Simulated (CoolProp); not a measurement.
A simple Rankine cycle with water: condensing at 330.15 K, boiler at 10.7 MPa, turbine inlet 590.9 K, turbine efficiency 0.8, pump efficiency 0.7, no recuperator. Each further row changes one setting.

Computed with CoolProp (reference Helmholtz-energy equation of state, Wagner 2002).

| case | thermal efficiency (%) | net work (kJ/kg) | heat in (kJ/kg) | turbine exit temperature (K) | volume ratio over the turbine |
|---|---|---|---|---|---|
| as stated | 28.6 | 706 | 2470 | 330.1 | 388 |
| turbine inlet 610.9 K | (withheld) | (withheld) | 2590 | 330.1 | (withheld) |
| condensing temperature 322.15 K | (withheld) | 737 | 2500 | 322.2 | 555 |
| boiler pressure 7.49 MPa | 27.9 | 737 | 2640 | 330.1 | 242 |
| turbine efficiency 0.7 | 24.9 | (withheld) | 2470 | 330.1 | 408 |

Fill in the missing entries.


- turbine inlet 610.9 K, thermal efficiency (%): 28.9
- turbine inlet 610.9 K, net work (kJ/kg): 748
- turbine inlet 610.9 K, volume ratio over the turbine: 354
- condensing temperature 322.15 K, thermal efficiency (%): 29.4
- turbine efficiency 0.7, net work (kJ/kg): 616

The expansion ends wet for: as stated; turbine inlet 610.9 K; condensing temperature 322.15 K; boiler pressure 7.49 MPa; turbine efficiency 0.7.
